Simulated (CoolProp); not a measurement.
Saturation properties of 1-butene (Tc = 419.3 K, pc = 4.006 MPa, ω = 0.192).

The numbers come from the reference Helmholtz-energy equation of state, Lemmon 2005 in CoolProp. It is a short technical equation, of lower accuracy than the large ones.

| T (K) | p (MPa) | enthalpy of vaporisation (kJ/kg) | liquid cp (kJ/(kg K)) | vapour Z | surface tension (mN/m) |
|---|---|---|---|---|---|
| 238.5 | 0.02880 | 417.8 | 2.066 | 0.9821 | 19.8 |
| 256.6 | 0.06673 | 401.7 | 2.128 | 0.9682 | 17.3 |
| 274.8 | 0.1368 | ___ | 2.199 | 0.9484 | ___ |
| 293 | 0.2534 | 366.0 | 2.283 | 0.9219 | 12.6 |
| 311.2 | 0.4336 | 345.5 | 2.382 | 0.8880 | 10.4 |
| 329.4 | 0.6958 | 322.3 | 2.502 | 0.8458 | 8.26 |
| 347.5 | 1.058 | 295.9 | 2.654 | 0.7942 | 6.24 |
| 365.7 | 1.545 | 264.2 | 2.869 | 0.7304 | 4.33 |
| 383.9 | 2.183 | 224.4 | 3.232 | 0.6500 | ___ |
| 402.1 | 3.004 | 168.7 | 4.187 | 0.5406 | 1.05 |

### Question
Complete the blanks.

### Answer

- 274.8, enthalpy of vaporisation (kJ/kg): 384.6
- 274.8, surface tension (mN/m): 14.9
- 383.9, surface tension (mN/m): 2.58

It boils at 266.8 K under 1 atm.

Surface tension comes from a separate correlation (Mulero 2012).
